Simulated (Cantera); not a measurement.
## Equilibrium for carbothermic reduction: Fe₃O₄ + C + H₂

A closed system holds: 1 mol Fe₃O₄, 2.4 mol C, 8.9 mol H₂, held at 0.133 bar.

Cantera equilibrium calculation (NASA polynomials, part measured and part estimated; ideal gas, pure solids and liquids). Candidate condensed phases: C, C₆H₆, C₇H₈, C₈H₁₈, Fe, Fe(CO)₅, FeO, Fe(OH)₂, Fe(OH)₃, Fe₂O₃, Fe₃O₄, H₂O; 114 gas species. Rates play no part.

| T (K) | x H₂ | x CO | x H₂O | x CO₂ | x H | n Fe(γ) | n Fe(δ) |
|---|---|---|---|---|---|---|---|
| 1248 | 0.668 | 0.190 | 0.120 | 0.0219 | 1.05e-6 | 3.00 | 0 |
| 1298 | 0.666 | 0.192 | 0.122 | 0.0200 | 2.39e-6 | 3.00 | 0 |
| 1348 | 0.664 | 0.194 | 0.123 | 0.0184 | 5.16e-6 | 3.00 | 0 |
| 1398 | 0.663 | 0.195 | 0.125 | 0.0170 | 1.06e-5 | 3.00 | 0 |
| 1448 | 0.662 | 0.197 | 0.126 | 0.0158 | 2.05e-5 | 3.00 | 0 |
| 1498 | 0.661 | 0.198 | 0.127 | 0.0147 | 3.83e-5 | 3.00 | 0 |
| 1548 | 0.660 | 0.199 | 0.128 | 0.0138 | 6.85e-5 | 3.00 | 0 |
| 1598 | 0.659 | 0.199 | 0.129 | 0.0130 | 0.000118 | 3.00 | 0 |
| 1648 | 0.658 | 0.200 | 0.129 | 0.0123 | 0.000198 | 3.00 | 0 |
| 1698 | 0.657 | 0.201 | 0.130 | 0.0116 | 0.000321 | 0 | 3.00 |
x: gas mole fraction; n: condensed amount in mol.

From 1248 K to 1648 K the condensed part is Fe(γ). At 1698 K the condensed part is Fe(δ). The main Fe-bearing gas is Fe(OH)₂ at 1248 K and Fe at 1698 K.
